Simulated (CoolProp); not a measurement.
Vapour pressure (kPa) of R115: the reference equation beside estimates from Tc = 80.0 °C, pc = 3129 kPa, ω = 0.248.

Model: reference Helmholtz-energy equation of state, Lemmon 2016, in CoolProp.

```csv
T (°C),reference,Lee-Kesler,van der Waals,Redlich-Kwong,Soave-Redlich-Kwong,Peng-Robinson
0.75,451.4,454.4,1038,615.4,455.6,450.3
3.25,487.8,491.2,1084,657.9,492.7,486.9
5.75,526.4,530.1,1131,702.3,532.1,525.6
8.35,568.8,572.9,1180,750.7,575.5,568.3
10.85,612.0,616.4,1230,799.4,619.7,611.8
13.45,659.4,664.3,1282,852.2,668.3,659.6
15.95,707.5,712.8,1334,905.3,717.6,708.2
18.55,760.2,765.9,1389,962.8,771.7,761.5
21.05,813.6,819.7,1444,1020,826.4,815.6
23.65,872.0,878.5,1502,1083,886.4,874.8
26.15,931.1,938.0,1559,1145,947.0,934.7
```

Absolute difference from the reference over all 11 rows, mean and median: Lee-Kesler 0.7 and 0.7 %, van der Waals 96.2 and 94.4 %, Redlich-Kwong 29.4 and 29.2 %, Soave-Redlich-Kwong 1.3 and 1.3 %, Peng-Robinson 0.2 and 0.2 %.
